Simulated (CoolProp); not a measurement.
Vapour-liquid equilibrium of R1234yf (1) + R227EA (2) at -63.95 °C; x and y are mole fractions of (1).

Model: multi-fluid Helmholtz-energy mixture model, Lemmon 2022 and Lemmon 2016; pair parameters Bell 2016, in CoolProp.

### Question
Give the bubble pressure and the first vapour's composition at x = 0.35, 0.425, 0.65. Is there an azeotrope?

### Answer
x = 0.35: 0.01059 MPa, y = 0.550; x = 0.425: 0.01127 MPa, y = 0.625; x = 0.65: 0.01332 MPa, y = 0.805. No azeotrope shows between x = 0.05 and 0.95.

The pair parameters rest on a limited set of measurements; away from them the model extrapolates.
